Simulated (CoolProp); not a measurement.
Vapour-liquid equilibrium of hydrogen sulfide (1) + n-butane (2) at 196.2 K; x and y are mole fractions of (1).

Model: multi-fluid Helmholtz-energy mixture model, Lemmon 2006 and Bücker 2006; pair parameters Kunz 2012, in CoolProp.

```csv
x,bubble pressure (bar),y at the bubble point,dew pressure at overall composition x (bar),liquid density (mol/L)
0.05,0.1022,0.865,0.01509,11.94
0.2,0.2645,0.953,0.01789,13.04
0.35,0.3284,0.965,0.02198,14.56
0.5,0.3478,0.969,0.02850,16.60
0.65,0.3540,0.970,0.04049,19.28
0.8,0.3640,0.973,0.06987,22.77
0.95,0.3885,0.988,0.2495,27.09
```

No azeotrope shows between x = 0.05 and 0.95.

Pair parameters are fitted to limited data, so mixtures are less certain than the pure fluids. With so large a gap from Raoult's law the liquid may split in two, which this calculation doesn't test in full.
